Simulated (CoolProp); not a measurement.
A single-stage vapour-compression cycle with the fluid: evaporating at 291.15 K (dew point), condensing at 322.15 K (bubble point), superheat 2 K, subcooling 2 K, compressor efficiency 0.9, no pressure losses. The same conditions are run with several fluids, on thermodynamics alone (safety and materials aside).

Values from CoolProp's reference Helmholtz-energy equation of state of each fluid (hydrogen sulfide: Lemmon 2006; propylene: Lemmon 2013; propane: Lemmon 2009; ammonia: Gao 2020; R21: Platzer 1990; R143a: Lemmon and Jacobsen 2000). The equations of Platzer and Polt are older, rougher fits.

Question: Rank hydrogen sulfide, propylene, propane, ammonia, R21, R143a by cooling COP, highest first.

Answer: R21 (7.73), ammonia (7.42), hydrogen sulfide (6.98), propane (6.94), propylene (6.87), R143a (6.37)

```json
[
 {"fluid": "hydrogen sulfide", "pressure ratio": "2.06", "discharge temperature (K)": "357.3", "refrigerating effect (kJ/kg)": "366", "volumetric capacity (kJ/m³)": "10300"},
 {"fluid": "propylene", "pressure ratio": "2.08", "discharge temperature (K)": "332.2", "refrigerating effect (kJ/kg)": "272", "volumetric capacity (kJ/m³)": "5450"},
 {"fluid": "propane", "pressure ratio": "2.11", "discharge temperature (K)": "328.7", "refrigerating effect (kJ/kg)": "270", "volumetric capacity (kJ/m³)": "4580"},
 {"fluid": "ammonia", "pressure ratio": "2.46", "discharge temperature (K)": "364.6", "refrigerating effect (kJ/kg)": "1060", "volumetric capacity (kJ/m³)": "6600"},
 {"fluid": "R21", "pressure ratio": "2.70", "discharge temperature (K)": "341.5", "refrigerating effect (kJ/kg)": "205", "volumetric capacity (kJ/m³)": "1290"},
 {"fluid": "R143a", "pressure ratio": "2.15", "discharge temperature (K)": "330.5", "refrigerating effect (kJ/kg)": "121", "volumetric capacity (kJ/m³)": "5580"}
]
```
